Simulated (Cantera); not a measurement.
Feed: 1 mol MgO, 1.7 mol HCl, at 1125 K and 0.180 bar.

Equilibrium computed with Cantera from the NASA thermochemical tables; the gas is ideal and each condensed phase is pure. Candidate condensed phases: H2O, Mg, MgCl2, MgO, Mg(OH)2; 22 gas species. Equilibrium is a limit: real reactors are often held back by kinetics, nucleation or transport.

Base state: HCl 0.978, H2O 0.0111, MgCl2 0.0111, H2 2.40e-5, Cl 1.86e-5, Cl2 1.47e-5 (mole fractions); condensed: MgO(s).

Question: What changes in the equilibrium state with this change: temperature from 1125 K to 1648 K?

Answer: 
```tsv
species	before	after
HCl	0.978	0.798
MgCl2	0.0111	0.0985
H2O	0.0111	0.0984
OH	1.23e-9	2.25e-5
Cl	1.86e-5	0.00319
MgO(s), mol	0.981	0.832
```

Question: What changes in the equilibrium state with this change: MgO replaced by SiO2?

Answer: 
| species | before | after |
|---|---|---|
| HCl | 0.978 | 1.000 |
| H2O | 0.0111 | 0.000206 |
| SiCl4 | 0 | 0.000103 |
| MgCl2 | 0.0111 | 0 |
| Cl2 | 1.47e-5 | 1.51e-5 |
| H2 | 2.40e-5 | 2.45e-5 |
| MgO(s), mol | 0.981 | 0 |
| SiO2(β-quartz), mol | 0 | 1.000 |
Further candidate phases: Si, SiO2.
